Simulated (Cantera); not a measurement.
An adiabatic, constant-volume homogeneous reactor starts with CH4 : O2 : N2 = 1 : 2.56 : 9.64 (molar parts), at 1475 K and 0.340 bar.

Computed with Cantera and GRI-Mech 3.0 (53 species, 325 reactions).

One state of this run: T (K) = 2721; P (bar) = 0.651; x CH4 = <1e-12; x O2 = 0.0447; x C2H = <1e-12; x CO = 0.0284; x C2H6 = <1e-12; x CH2CO = <1e-12; x CH2 = <1e-12. x: mole fraction; the columns are a selection and need not sum to one.

### Question
Which value of t (s) does it belong to?
A. 0.000651
B. 0.460
C. 6.00e-6
D. 1.53e-5

### Answer
B, 0.460
